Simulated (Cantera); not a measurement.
An adiabatic, constant-volume homogeneous reactor starts with CH4 : C2H6 : O2 : N2 = 1 : 0.16 : 1.42 : 5.35 (molar parts), equivalence ratio 1.8, at 1100 K and 158 Torr. Integrator tolerance rtol = 1e-08.

Model: GRI-Mech 3.0 (53 species, 325 reactions), integrated in Cantera.

Problem. What does this change do: N2 5.35 to 6.9 parts?

Solution. 
| quantity | before | after |
|---|---|---|
| time of steepest temperature rise | 44.4 ms | 49.6 ms |
| temperature at 2.00 s | 2558 K | 2427 K |
| equilibrium temperature | 2558 K | 2427 K |
| x(CH4) at 2.00 s | 1.27e-12 (gas-phase equilibrium 1.44e-12) | 1.23e-12 (gas-phase equilibrium 1.39e-12) |
| x(C2H6) at 2.00 s | <1e-12 (gas-phase equilibrium <1e-12) | <1e-12 (gas-phase equilibrium <1e-12) |
| x(O2) at 2.00 s | 0.000141 (gas-phase equilibrium 0.000141) | 4.18e-5 (gas-phase equilibrium 4.18e-5) |
| x(OH) at 2.00 s | 0.00377 (gas-phase equilibrium 0.00377) | 0.00175 (gas-phase equilibrium 0.00175) |
| x(HCN) at 2.00 s | 3.34e-8 (gas-phase equilibrium 3.34e-8) | 2.63e-8 (gas-phase equilibrium 2.63e-8) |

Problem. What does this change do: initial temperature 1100 to 1425 K?

Solution. 
```tsv
quantity	before	after
time of steepest temperature rise	44.4 ms	1.20 ms
temperature at 2.00 s	2558 K	2698 K
equilibrium temperature	2558 K	2698 K
x(CH4) at 2.00 s	1.27e-12 (gas-phase equilibrium 1.44e-12)	<1e-12 (gas-phase equilibrium <1e-12)
x(C2H6) at 2.00 s	<1e-12 (gas-phase equilibrium <1e-12)	<1e-12 (gas-phase equilibrium <1e-12)
x(O2) at 2.00 s	0.000141 (gas-phase equilibrium 0.000141)	0.000567 (gas-phase equilibrium 0.000567)
x(OH) at 2.00 s	0.00377 (gas-phase equilibrium 0.00377)	0.00809 (gas-phase equilibrium 0.00809)
x(HCN) at 2.00 s	3.34e-8 (gas-phase equilibrium 3.34e-8)	2.71e-8 (gas-phase equilibrium 2.71e-8)
```

Problem. What does this change do: pressure from 158 Torr to 233 Torr?

Solution. 
```
quantity                                                              before                                      after
---------------------------------  -----------------------------------------  -----------------------------------------
time of steepest temperature rise                                    44.4 ms                                    34.2 ms
temperature at 2.00 s                                                 2558 K                                     2575 K
equilibrium temperature                                               2558 K                                     2575 K
x(CH4) at 2.00 s                   1.27e-12 (gas-phase equilibrium 1.44e-12)  2.65e-12 (gas-phase equilibrium 3.00e-12)
x(C2H6) at 2.00 s                      <1e-12 (gas-phase equilibrium <1e-12)      <1e-12 (gas-phase equilibrium <1e-12)
x(O2) at 2.00 s                    0.000141 (gas-phase equilibrium 0.000141)  0.000112 (gas-phase equilibrium 0.000112)
x(OH) at 2.00 s                      0.00377 (gas-phase equilibrium 0.00377)    0.00340 (gas-phase equilibrium 0.00340)
x(HCN) at 2.00 s                     3.34e-8 (gas-phase equilibrium 3.34e-8)    4.96e-8 (gas-phase equilibrium 4.96e-8)
```
